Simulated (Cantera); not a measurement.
Premixed flame

A freely propagating, adiabatic, planar premixed flame of 25.8 % CO, 1.68 % H2, 1.37 % CH4, 15.0 % O2, 56.2 % N2, equivalence ratio 1.1, unburnt at 423 K and 0.132 atm; mixture-averaged transport, grid criteria slope 0.08 and curve 0.16, no radiation.

Model: GRI-Mech 3.0 (53 species, 325 reactions), integrated in Cantera. Burning velocities carry a grid error of a few per cent, more on coarse grids.

```json
[
 {"z (mm)": "-17.0", "T (K)": "423", "u (m/s)": "1.25", "x CO": "0.258", "x H2": "0.0168", "x CH4": "0.0137", "x N2O": "<1e-8", "x NO": "<1e-8", "x CH2": "<1e-8"},
 {"z (mm)": "-11.3", "T (K)": "423", "u (m/s)": "1.25", "x CO": "0.258", "x H2": "0.0168", "x CH4": "0.0137", "x N2O": "<1e-8", "x NO": "<1e-8", "x CH2": "<1e-8"},
 {"z (mm)": "-8.48", "T (K)": "423", "u (m/s)": "1.25", "x CO": "0.258", "x H2": "0.0168", "x CH4": "0.0137", "x N2O": "<1e-8", "x NO": "<1e-8", "x CH2": "<1e-8"},
 {"z (mm)": "-5.65", "T (K)": "423", "u (m/s)": "1.25", "x CO": "0.258", "x H2": "0.0168", "x CH4": "0.0137", "x N2O": "<1e-8", "x NO": "<1e-8", "x CH2": "<1e-8"},
 {"z (mm)": "-2.83", "T (K)": "437", "u (m/s)": "1.29", "x CO": "0.257", "x H2": "0.0170", "x CH4": "0.0136", "x N2O": "<1e-8", "x NO": "<1e-8", "x CH2": "<1e-8"},
 {"z (mm)": "-1.41", "T (K)": "631", "u (m/s)": "1.86", "x CO": "0.248", "x H2": "0.0171", "x CH4": "0.0128", "x N2O": "<1e-8", "x NO": "1.31e-8", "x CH2": "4.03e-8"},
 {"z (mm)": "0", "T (K)": "1061", "u (m/s)": "3.12", "x CO": "0.223", "x H2": "0.0133", "x CH4": "0.00337", "x N2O": "<1e-8", "x NO": "3.99e-7", "x CH2": "3.50e-7"},
 {"z (mm)": "1.41", "T (K)": "1299", "u (m/s)": "3.77", "x CO": "0.177", "x H2": "0.00539", "x CH4": "1.50e-5", "x N2O": "1.51e-8", "x NO": "2.63e-6", "x CH2": "<1e-8"},
 {"z (mm)": "2.83", "T (K)": "1414", "u (m/s)": "4.05", "x CO": "0.143", "x H2": "0.00452", "x CH4": "2.01e-8", "x N2O": "1.83e-8", "x NO": "6.57e-6", "x CH2": "<1e-8"},
 {"z (mm)": "5.65", "T (K)": "1539", "u (m/s)": "4.34", "x CO": "0.120", "x H2": "0.00517", "x CH4": "<1e-8", "x N2O": "1.72e-8", "x NO": "1.49e-5", "x CH2": "<1e-8"},
 {"z (mm)": "11.3", "T (K)": "1662", "u (m/s)": "4.64", "x CO": "0.116", "x H2": "0.00544", "x CH4": "<1e-8", "x N2O": "1.81e-8", "x NO": "2.75e-5", "x CH2": "<1e-8"},
 {"z (mm)": "22.6", "T (K)": "1795", "u (m/s)": "4.97", "x CO": "0.114", "x H2": "0.00521", "x CH4": "<1e-8", "x N2O": "2.00e-8", "x NO": "4.38e-5", "x CH2": "<1e-8"},
 {"z (mm)": "45.2", "T (K)": "1932", "u (m/s)": "5.30", "x CO": "0.108", "x H2": "0.00466", "x CH4": "<1e-8", "x N2O": "2.25e-8", "x NO": "7.02e-5", "x CH2": "<1e-8"}
]
```
x: mole fraction of selected species; z is measured from the peak of heat release.

```json
{
 "laminar_burning_velocity": "125 cm/s",
 "thermal_thickness": "5.65 mm",
 "peak x(CH2)": "3.55e-7",
 "grid_points": "186"
}
```
